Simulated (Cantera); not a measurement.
An isothermal, constant-pressure homogeneous reactor starts with 0.244 % CH₂O, 2.05 % O₂, 97.7 % N₂, equivalence ratio 0.12, at 948 K and 760 Torr.

Computed with Cantera and GRI-Mech 3.0 (53 species, 325 reactions). Below about 1000 K GRI-Mech 3.0 lacks low-temperature oxidation paths.

x: mole fraction; the columns are a selection and need not sum to one.

```csv
t (s),x CH₂O,x O₂,x H,x NO₂,x N₂O
2.00e-5,0.00244,0.0205,1.84e-11,<1e-12,<1e-12
0.000150,0.00244,0.0205,2.02e-11,<1e-12,<1e-12
0.00112,0.00244,0.0205,3.08e-11,<1e-12,<1e-12
0.00843,0.00244,0.0205,1.44e-10,<1e-12,<1e-12
0.0632,0.00219,0.0203,5.08e-9,<1e-12,2.83e-11
0.474,1.32e-12,0.0191,1.23e-8,3.81e-12,6.88e-9
3.56,<1e-12,0.0188,___,2.19e-11,___
26.7,<1e-12,0.0183,7.92e-10,2.99e-10,___
200,<1e-12,0.0181,5.89e-12,9.85e-10,2.02e-7
```

Task: Some entries are withheld; supply them.

Result: 
- 3.56, x H: 3.73e-9
- 3.56, x N₂O: 3.40e-8
- 26.7, x N₂O: 1.31e-7
